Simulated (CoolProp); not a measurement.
The numbers come from the reference Helmholtz-energy equation of state, Bücker 2006 in CoolProp.

Task: Give the vapour pressure (bar), liquid density (kg/m³), vapour Z, liquid viscosity (µPa s) of saturated n-butane at 271.5, 276.5, 296.7 K.

Result: 
```tsv
T (K)	p (bar)	liquid density (kg/m³)	vapour Z	liquid viscosity (µPa s)
271.5	0.969	603	0.960	206
276.5	1.17	597	0.954	196
296.7	2.33	575	0.927	161
```

Viscosity comes from a separate model (Vogel 1999).
